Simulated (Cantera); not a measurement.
Feed: 1 mol Ca(OH)₂, 3.7 mol CO₂, 0.17 mol H₂, held at 948.15 K and 33.0 Pa.

Method: chemical equilibrium by Gibbs-energy minimisation in Cantera with the NASA 1993 tables (ideal gas, pure condensed phases). Candidate condensed phases: C, C₆H₆, C₇H₈, C₈H₁₈, Ca, CaCO₃, CaO, Ca(OH)₂, H₂O; 115 gas species. Equilibrium is a limit: real reactors are often held back by kinetics, nucleation or transport.

Base state: CO₂ 0.737, H₂O 0.228, CO 0.0224, H₂ 0.0125 (mole fractions); condensed: CaO(s).

Task: What changes in the equilibrium state with this change: pressure from 33.0 Pa to 49.0 mbar?

Result: 
```csv
species,before,after
CO₂,0.737,0.673
H₂O,0.228,0.283
CO,0.0224,0.0249
H₂,0.0125,0.0190
"CaO(s), mol",1.00,0
"CaCO₃(calcite), mol",0,1.00
```
